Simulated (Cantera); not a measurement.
Input: 1 mol Si3N4, 8.6 mol F2, a varied amount of N2, at 1402 °C and 84.0 Pa.

Cantera equilibrium calculation (NASA polynomials, part measured and part estimated; ideal gas, pure solids and liquids). Candidate condensed phases: Si, Si3N4; 16 gas species. Equilibrium is a limit: real reactors are often held back by kinetics, nucleation or transport.

x: gas mole fraction; nothing condenses.

```csv
n(N2) (mol),x N2,x F,x SiF4,x F2,x SiF3
1.4,0.293,0.448,0.259,?,1.76e-8
2.1,0.333,0.423,0.244,?,1.76e-8
3,0.379,0.394,0.227,?,1.76e-8
4.5,0.442,0.354,0.204,?,1.76e-8
6.6,0.512,0.310,0.179,?,1.76e-8
9.7,0.588,0.261,0.151,?,1.76e-8
14,0.661,0.215,0.124,?,1.76e-8
21,0.737,0.167,0.0962,?,1.76e-8
31,0.801,0.126,0.0728,?,1.76e-8
45,0.851,0.0942,0.0543,?,1.76e-8
67,0.894,0.0674,0.0389,?,1.76e-8
```

Problem. Fill in the missing entries.

Solution. 
- 1.4, x F2: 5.59e-6
- 2.1, x F2: 4.97e-6
- 3, x F2: 4.32e-6
- 4.5, x F2: 3.48e-6
- 6.6, x F2: 2.67e-6
- 9.7, x F2: 1.90e-6
- 14, x F2: 1.28e-6
- 21, x F2: 7.73e-7
- 31, x F2: 4.43e-7
- 45, x F2: 2.47e-7
- 67, x F2: 1.26e-7
